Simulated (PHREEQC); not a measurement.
Consider water at 20 °C with 1.3 mmol/kgw KHCO3. Closed to the air; pH follows from the charge balance.

All values are PHREEQC results (Pitzer model, pitzer.dat), not measurements.

| quantity | before | after |
|---|---|---|
| pH | 8.32 | 8.81 |
| ionic strength (mol/kgw) | 0.00131 | 0.00139 |

What was changed between the two runs?
(A) KHCO3 from 0.0013 to 0.013 mol/kgw
(B) KHCO3 from 0.0013 to 0.0026 mol/kgw
(C) diluted 100-fold with water
(D) 1.9e-05 mol/kgw Ca(OH)2 added
(E) KHCO3 replaced by CO2 at the same molality

D, 1.9e-05 mol/kgw Ca(OH)2 added

Precipitation was switched off in this run.
